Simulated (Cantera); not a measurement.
Charge: 1 mol MgO, 7.8 mol F2, 2.1 mol H2, equilibrated at 14.0 mbar.

These are equilibrium values from Cantera (NASA tables, ideal gas, pure condensed phases), not measurements of a reactor. Candidate condensed phases: H2O, Mg, MgF2, MgO, Mg(OH)2; 31 gas species. Kinetics and transport are ignored. All values below are at 998 K.

Base state: F 0.378, HF 0.362, F2 0.216, O2 0.0431 (mole fractions); condensed: MgF2(s).

Task: What changes in the equilibrium state with this change: MgO replaced by CuO?

Result: 
```
species       before     after
------------  ------  --------
F              0.378     0.378
HF             0.362     0.362
F2             0.216     0.216
CuF2               0  0.000807
O2            0.0431    0.0431
MgF2(s), mol    1.00         0
CuF2(s), mol       0     0.991
```
Further candidate phases: Cu, CuF2, CuO, Cu(OH)2, Cu2O.

Task: What changes in the equilibrium state with this change: H2 from 2.1 to 1.4 mol?

Result: 
```json
[
 {"species": "F", "before": "0.378", "after": "0.426"},
 {"species": "F2", "before": "0.216", "after": "0.275"},
 {"species": "HF", "before": "0.362", "after": "0.253"},
 {"species": "O2", "before": "0.0431", "after": "0.0452"},
 {"species": "MgF2(s), mol", "before": "1.00", "after": "1.00"}
]
```
